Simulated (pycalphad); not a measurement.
# Phase fractions of Mg-95.4Si (at.%)

CALPHAD calculation (pycalphad, COST 507 light-alloy database (1999)), 1 atm. No gas phase is included, though pure Mg would boil below 1377 °C. These are 1990s assessments: newer ones move some temperatures and phases. Phase fractions are per mole of atoms. Diffusion is slow at the low end, where real alloys seldom reach equilibrium.

| T (°C) | liquid | diamond (Si) | MG2SI |
|---|---|---|---|
| 1377 | 0.854 | 0.146 | - |
| 1327 | 0.413 | 0.587 | - |
| 1277 | 0.268 | 0.732 | - |
| 1227 | 0.193 | 0.807 | - |
| 1177 | 0.153 | 0.847 | - |
| 1127 | 0.131 | 0.869 | - |
| 1077 | 0.118 | 0.882 | - |
| 1027 | 0.110 | 0.890 | - |
| 977 | 0.104 | 0.896 | - |
| 927 | - | 0.931 | 0.069 |
| 877 | - | 0.931 | 0.069 |
| 827 | - | 0.931 | 0.069 |
| 777 | - | 0.931 | 0.069 |
| 727 | - | 0.931 | 0.069 |
| 677 | - | 0.931 | 0.069 |
| 627 | - | 0.931 | 0.069 |
| 577 | - | 0.931 | 0.069 |
| 527 | - | 0.931 | 0.069 |
| 477 | - | 0.931 | 0.069 |
| 427 | - | 0.931 | 0.069 |
| 377 | - | 0.931 | 0.069 |
| 327 | - | 0.931 | 0.069 |
| 277 | - | 0.931 | 0.069 |
| 227 | - | 0.931 | 0.069 |
| 177 | - | 0.931 | 0.069 |
| 127 | - | 0.931 | 0.069 |
| 77 | - | 0.931 | 0.069 |

Database names, with the compositions (at.%) that they take in these runs: MG2SI: Mg 67 Si 33.
